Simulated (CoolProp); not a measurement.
A single-stage vapour-compression cycle with the fluid: evaporating at 193.15 K (dew point), condensing at 239.15 K (bubble point), superheat 10 K, subcooling 2 K, compressor efficiency 0.6, no pressure losses. The same conditions are run with several fluids, on thermodynamics alone (safety and materials aside).

Computed with CoolProp (reference Helmholtz-energy equation of state of each fluid (C2F6 (R116): Lemmon 2006; R13: Platzer 1990; propane: Lemmon 2009; CH3F (R41): Lemmon 2006; carbonyl sulfide: Lemmon 2006; R115: Lemmon 2016)). The equations of Platzer and Polt are older, rougher fits.

### Question
Rank C2F6 (R116), R13, propane, CH3F (R41), carbonyl sulfide, R115 by cooling COP, highest first.

### Answer
propane (2.12), R115 (2.09), carbonyl sulfide (2.02), R13 (2.00), CH3F (R41) (1.95), C2F6 (R116) (1.92)

```
fluid             pressure ratio  discharge temperature (K)  refrigerating effect (kJ/kg)  volumetric capacity (kJ/m³)
----------------  --------------  -------------------------  ----------------------------  ---------------------------
C2F6 (R116)                 7.30                      271.8                          79.8                          617
R13                         6.77                      305.2                           113                          789
propane                     11.0                      322.6                           379                          130
CH3F (R41)                  7.72                      391.8                           408                          785
carbonyl sulfide            10.2                      406.9                           282                          201
R115                        12.3                      284.2                           105                          100
```
